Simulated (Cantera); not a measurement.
A closed system holds: 1 mol PbO, 2.7 mol CO, 2.8 mol N₂, at 1852 °C and 73.0 Pa.

Equilibrium computed with Cantera from the NASA thermochemical tables; the gas is ideal and each condensed phase is pure. Rates play no part.

```json
[
 {"species": "CO", "before": "0.275", "after": "0.456"},
 {"species": "Pb", "before": "0.150", "after": "0.253"},
 {"species": "CO₂", "before": "0.136", "after": "0.239"},
 {"species": "N₂", "before": "0.426", "after": "0.0384"},
 {"species": "NO", "before": "0.00110", "after": "0.000349"},
 {"species": "PbO", "before": "0.00262", "after": "0.00466"},
 {"species": "O₂", "before": "0.00419", "after": "0.00468"},
 {"species": "O", "before": "0.00396", "after": "0.00418"}
]
```
Gas species are given as mole fractions.

**Question.** What was changed between the two runs?
A) pressure from 73.0 Pa to 38.0 Pa
B) temperature from 1852 °C to 725 °C
C) N₂ from 2.8 to 0.15 mol
D) pressure from 73.0 Pa to 1.00 bar

**Answer.** C, N₂ from 2.8 to 0.15 mol
